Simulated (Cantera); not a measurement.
Charge: 1 mol FeS, 0.56 mol SO3, 4.9 mol CO2, 0.31 mol SO2, 0.00024 mol H2S, at 38.3 Torr.

Cantera equilibrium calculation (NASA polynomials, part measured and part estimated; ideal gas, pure solids and liquids). Candidate condensed phases: C, C6H6, C7H8, C8H18, Fe, Fe(CO)5, FeO, Fe(OH)2, Fe(OH)3, FeS, FeSO4, FeS2, Fe2O3, Fe2(SO4)3, Fe3O4, H2O, H2SO4, S; 127 gas species. The tables' stoichiometric FeO is somewhat more stable than real wüstite, so its field is too wide. FeO: taken at fixed stoichiometry. Rates play no part.

Problem. Which condensed phases are stable at each of these points (T (K)): 1425, 1475, 1525, 1575, 1625, 1675, 1725, 1775, 1825, 1875?

Solution. 
```
T (K)  condensed phases  Fe condensed (%)
-----  ----------------  ----------------
1425             FeO(s)             100.0
1475             FeO(s)             100.0
1525             FeO(s)             100.0
1575             FeO(s)             100.0
1625             FeO(s)             100.0
1675             FeO(l)             100.0
1725             FeO(l)             100.0
1775             FeO(l)             100.0
1825             FeO(l)             100.0
1875             FeO(l)              99.9
```

From 1425 K to 1625 K the condensed part is FeO(s). From 1675 K to 1875 K the condensed part is FeO(l).
